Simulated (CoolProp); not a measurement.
Vapour pressure (bar) of CH3F (R41): the reference equation beside estimates from Tc = 317.3 K, pc = 59.06 bar, ω = 0.200. Clausius-Clapeyron is anchored at 225.9 K with a constant enthalpy of vaporisation of 14.96 kJ/mol.

Computed with CoolProp (reference Helmholtz-energy equation of state, Lemmon 2006). It is a short technical equation, of lower accuracy than the large ones.

| T (K) | reference | Clausius-Clapeyron | van der Waals | Redlich-Kwong | Soave-Redlich-Kwong | Peng-Robinson |
|---|---|---|---|---|---|---|
| 185 | 0.5720 | 0.7469 | 4.341 | 0.8898 | 0.5408 | 0.5557 |
| 193.2 | 0.9273 | 1.129 | 5.584 | 1.410 | 0.8908 | 0.9071 |
| 201.3 | 1.431 | 1.642 | 7.030 | 2.124 | 1.394 | 1.409 |
| 209.5 | 2.139 | 2.329 | 8.730 | 3.092 | 2.108 | 2.117 |
| 217.7 | 3.093 | 3.219 | 10.68 | 4.353 | 3.077 | 3.075 |
| 225.9 | 4.344 | 4.344 | 12.90 | 5.951 | 4.358 | 4.337 |
| 234 | 5.927 | 5.724 | 15.37 | 7.905 | 5.986 | 5.940 |
| 242.2 | 7.940 | 7.425 | 18.16 | 10.31 | 8.064 | 7.983 |
| 250.4 | 10.43 | 9.470 | 21.26 | 13.18 | 10.64 | 10.52 |
| 258.6 | 13.46 | 11.89 | 24.67 | 16.56 | 13.78 | 13.61 |
| 266.7 | 17.06 | 14.69 | 28.35 | 20.44 | 17.50 | 17.28 |
| 274.9 | 21.39 | 17.97 | 32.42 | 24.96 | 21.96 | 21.70 |
| 283.1 | 26.50 | 21.72 | 36.83 | 30.10 | 27.20 | 26.91 |
| 291.3 | 32.49 | 25.97 | 41.59 | 35.91 | 33.29 | 32.98 |

Absolute difference from the reference over all 14 rows, mean and median: Clausius-Clapeyron 12.8 and 12.8 %, van der Waals 211.6 and 144.0 %, Redlich-Kwong 32.3 and 31.6 %, Soave-Redlich-Kwong 2.3 and 2.4 %, Peng-Robinson 1.2 and 1.2 %.
